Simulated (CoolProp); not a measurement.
Properties of nitrogen along the isobar 17.8 MPa.

Computed with CoolProp (reference Helmholtz-energy equation of state, Span 2000).

```json
[
 {"T (K)": "105.1", "phase": "liquid", "cp (kJ/(kg K))": "1.930", "Joule-Thomson coefficient (K/MPa)": "-0.3058"},
 {"T (K)": "119.7", "phase": "liquid", "cp (kJ/(kg K))": "1.968", "Joule-Thomson coefficient (K/MPa)": "-0.1901"},
 {"T (K)": "134.4", "phase": "supercritical", "cp (kJ/(kg K))": "2.025", "Joule-Thomson coefficient (K/MPa)": "-0.008397"},
 {"T (K)": "149.1", "phase": "supercritical", "cp (kJ/(kg K))": "2.078", "Joule-Thomson coefficient (K/MPa)": "0.2494"},
 {"T (K)": "163.8", "phase": "supercritical", "cp (kJ/(kg K))": "2.078", "Joule-Thomson coefficient (K/MPa)": "0.5576"},
 {"T (K)": "178.4", "phase": "supercritical", "cp (kJ/(kg K))": "1.997", "Joule-Thomson coefficient (K/MPa)": "0.8456"},
 {"T (K)": "193.1", "phase": "supercritical", "cp (kJ/(kg K))": "1.861", "Joule-Thomson coefficient (K/MPa)": "1.051"},
 {"T (K)": "207.8", "phase": "supercritical", "cp (kJ/(kg K))": "1.721", "Joule-Thomson coefficient (K/MPa)": "1.154"},
 {"T (K)": "222.5", "phase": "supercritical", "cp (kJ/(kg K))": "1.601", "Joule-Thomson coefficient (K/MPa)": "1.179"},
 {"T (K)": "237.1", "phase": "supercritical", "cp (kJ/(kg K))": "1.507", "Joule-Thomson coefficient (K/MPa)": "1.154"},
 {"T (K)": "251.8", "phase": "supercritical", "cp (kJ/(kg K))": "1.433", "Joule-Thomson coefficient (K/MPa)": "1.098"},
 {"T (K)": "266.5", "phase": "supercritical", "cp (kJ/(kg K))": "1.375", "Joule-Thomson coefficient (K/MPa)": "1.027"},
 {"T (K)": "281.2", "phase": "supercritical", "cp (kJ/(kg K))": "1.330", "Joule-Thomson coefficient (K/MPa)": "0.9477"}
]
```
